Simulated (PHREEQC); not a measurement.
A solution holds 0.033 mol HF, 0.0039 mol NaF and 0.093 mol (NH4)2SiF6 per kg of water, at 90 °C and 300 atm. Closed to the air; pH follows from the charge balance.

Equilibrium calculation in PHREEQC: ion-association model, phreeqc.dat.

Precipitation was switched off in this run.

Q: Order these F species by the share of F that they hold, largest first: HF, HF2-, F-, SiF6-2.

A: SiF6-2 (94 %), HF (5.1 %), F- (0.98 %), HF2- (0.22 %)

The pH is 2.74 and the ionic strength 0.285 mol/kgw. Under pressure, the constants of complexes without a molar volume in the database are unreliable. Away from 25 °C the constants follow the database's enthalpies or fits; those with neither stay at their 25 °C values. SiF6-2 is the database's only silicon fluoride.
